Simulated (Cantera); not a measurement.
A closed system holds: 1 mol CH3OH, 0.14 mol CO2, at 1627 °C and 0.713 Torr.

Cantera equilibrium calculation (NASA polynomials, part measured and part estimated; ideal gas, pure solids and liquids). Candidate condensed phases: C, C6H6, C7H8, C8H18, H2O; 110 gas species. Equilibrium is a limit: real reactors are often held back by kinetics, nucleation or transport.

Base state: H2 0.582, CO 0.354, H2O 0.0385, H 0.0196, CO2 0.00556, OH 0.000107 (mole fractions); condensed: gas only.

Task: What changes in the equilibrium state with this change: CO2 from 0.14 to 2.2 mol?

Result: 
```tsv
species	before	after
CO	0.354	0.433
H2O	0.0385	0.240
CO2	0.00556	0.179
H2	0.582	0.137
H	0.0196	0.00954
O2	7.80e-8	5.45e-5
O	2.70e-6	7.14e-5
OH	0.000107	0.00137
```

Task: What changes in the equilibrium state with this change: CO2 from 0.14 to 1.6 mol?

Result: 
```json
[
 {"species": "CO", "before": "0.354", "after": "0.443"},
 {"species": "H2O", "before": "0.0385", "after": "0.226"},
 {"species": "H2", "before": "0.582", "after": "0.200"},
 {"species": "CO2", "before": "0.00556", "after": "0.119"},
 {"species": "H", "before": "0.0196", "after": "0.0115"},
 {"species": "O2", "before": "7.80e-8", "after": "2.27e-5"},
 {"species": "O", "before": "2.70e-6", "after": "4.62e-5"}
]
```
